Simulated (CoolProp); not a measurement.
Saturated liquid density (kg/m³) of CH2F2 (R32): the reference equation beside estimates from Tc = 78.1 °C, pc = 5783 kPa, ω = 0.277. Rackett uses Z = 0.29056 − 0.08775 ω.

The numbers come from the reference Helmholtz-energy equation of state, Tillner-Roth 1997 in CoolProp.

```csv
T (°C),reference,Rackett,van der Waals
-35.45,1167,1009,599.6
-27.25,1143,988.5,587.9
-19.15,1118,967.7,575.8
-10.95,1092,945.9,563.0
-2.75,1065,923.2,549.5
5.45,1036,899.3,535.2
13.65,1006,874.2,520.1
21.85,974.0,[?],503.8
29.95,939.8,819.0,486.6
38.15,[?],[?],467.4
46.35,859.9,753.0,446.2
54.55,811.2,713.0,422.0
62.75,751.7,664.6,393.1
```

**Question.** Some entries are withheld; supply them.

**Answer.** 
- 21.85, Rackett: 847.4
- 38.15, reference: 902.1
- 38.15, Rackett: 787.7

Absolute difference from the reference over all 13 rows, mean and median: Rackett 12.9 and 13.1 %, van der Waals 48.3 and 48.3 %.
